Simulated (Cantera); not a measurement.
Input (Python, Cantera):

```python
import numpy as np
import cantera as ct

gas = ct.Solution("gri30.yaml")
gas.TPX = 1150, 101325, {'N2O': 1, 'O2': 0.12}
reactor = ct.IdealGasConstPressureReactor(gas, energy="off", clone=False)
net = ct.ReactorNet([reactor])
net.rtol, net.atol = 1e-08, 1e-18
show = ['N2O', 'O2', 'NO2', 'NO', 'O', 'N2']
times = np.geomspace(0.0004, 30, 14)

steps = ct.SolutionArray(gas, extra=["t"])
rows = []
print(f"{'t/s':>10s}{'T/K':>9s}{'P/Pa':>11s}" + "".join(f"{s:>11s}" for s in show))
for t in times:
    while net.time < t:
        t_next = net.step()
        steps.append(gas.state, t=t_next)
    rows.append([np.interp(t, steps.t, y) for y in (steps.T, steps.P, *steps(*show).X.T)])
    print(f"{t:10.3e}{rows[-1][0]:9.1f}{rows[-1][1]:11.4g}" + "".join(f"{x:11.3e}" for x in rows[-1][2:]))
rate = np.gradient(steps.T, steps.t)
print("integrator steps:", len(steps.t))
if steps.T.max() > steps.T[0] + 200:
    print(f"time of steepest temperature rise: {steps.t[rate.argmax()]:.4e} s")
gas.TPX = 1150, 101325, {'N2O': 1, 'O2': 0.12}
gas.equilibrate("TP")
print(f"equilibrium (TP): T = {gas.T:.1f} K  " + "  ".join(f"{s} {gas[s].X[0]:.3e}" for s in show))
```

It prints:

```
       t/s      T/K       P/Pa        N2O         O2        NO2         NO          O         N2
 4.000e-04   1150.0  1.013e+05  8.927e-01  1.072e-01  5.633e-10  6.541e-06  7.625e-07  7.394e-05
 9.486e-04   1150.0  1.013e+05  8.926e-01  1.072e-01  3.220e-09  1.569e-05  7.625e-07  1.763e-04
 2.249e-03   1150.0  1.013e+05  8.922e-01  1.073e-01  1.800e-08  3.736e-05  7.624e-07  4.189e-04
 5.334e-03   1150.0  1.013e+05  8.914e-01  1.076e-01  9.801e-08  8.864e-05  7.622e-07  9.935e-04
 1.265e-02   1150.0  1.013e+05  8.893e-01  1.081e-01  5.077e-07  2.097e-04  7.617e-07  2.353e-03
 3.000e-02   1150.0  1.013e+05  8.845e-01  1.095e-01  2.371e-06  4.941e-04  7.602e-07  5.559e-03
 7.114e-02   1150.0  1.013e+05  8.731e-01  1.126e-01  9.189e-06  1.156e-03  7.560e-07  1.306e-02
 1.687e-01   1150.0  1.013e+05  8.471e-01  1.199e-01  2.784e-05  2.663e-03  7.454e-07  3.027e-02
 4.000e-01   1150.0  1.013e+05  7.901e-01  1.358e-01  6.934e-05  5.932e-03  7.207e-07  6.809e-02
 9.486e-01   1150.0  1.013e+05  6.759e-01  1.679e-01  1.502e-04  1.228e-02  6.669e-07  1.438e-01
 2.250e+00   1150.0  1.013e+05  4.862e-01  2.214e-01  2.761e-04  2.209e-02  5.600e-07  2.700e-01
 5.335e+00   1150.0  1.013e+05  2.568e-01  2.871e-01  4.064e-04  3.198e-02  3.825e-07  4.237e-01
 1.265e+01   1150.0  1.013e+05  8.124e-02  3.390e-01  4.797e-04  3.650e-02  1.672e-07  5.428e-01
 3.000e+01   1150.0  1.013e+05  9.773e-03  3.610e-01  5.902e-04  3.647e-02  2.759e-08  5.922e-01
integrator steps: 774
equilibrium (TP): T = 1150.0 K  N2O 1.017e-08  O2 3.826e-01  NO2 4.640e-06  NO 1.577e-04  O 5.141e-09  N2 6.172e-01
```

Detailed kinetics in Cantera: GRI-Mech 3.0 (53 species, 325 reactions). GRI-Mech 3.0 was tuned for natural gas; its chemistry of N2O as a main component is partial and can be far from experiment. The mechanism lacks the step 2 NO + O2 → 2 NO2, which can matter for NO2 below about 1400 K. The temperature is held fixed by assumption; the heat of reaction is taken as removed at once.
